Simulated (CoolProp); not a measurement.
A single-stage vapour-compression cycle with R141b: evaporating at 309.15 K (dew point), condensing at 378.15 K (bubble point), superheat 2 K, subcooling 2 K, compressor efficiency 0.85, no pressure losses. Each further row changes one setting.

Values from CoolProp's reference Helmholtz-energy equation of state, Lemmon 2006. It is a short technical equation, of lower accuracy than the large ones.

| case | cooling COP | pressure ratio | discharge temperature (K) | refrigerating effect (kJ/kg) | volumetric capacity (kJ/m³) |
|---|---|---|---|---|---|
| as stated | 2.86 | 6.51 | 382.7 | 140 | 766 |
| evaporating temperature 314.15 K | (withheld) | 5.50 | 381.9 | 143 | 918 |
| condensing temperature 373.15 K | 3.18 | 5.83 | 378.1 | 146 | 802 |
| subcooling 7 K | 2.99 | 6.51 | 382.7 | 146 | 802 |
| superheat 12 K | 2.91 | 6.51 | (withheld) | (withheld) | 782 |
| compressor efficiency 0.75 | 2.52 | 6.51 | (withheld) | 140 | 766 |

Task: Complete the blanks.

Result: 
- evaporating temperature 314.15 K, cooling COP: 3.21
- superheat 12 K, discharge temperature (K): 392.9
- superheat 12 K, refrigerating effect (kJ/kg): 148
- compressor efficiency 0.75, discharge temperature (K): 389.2
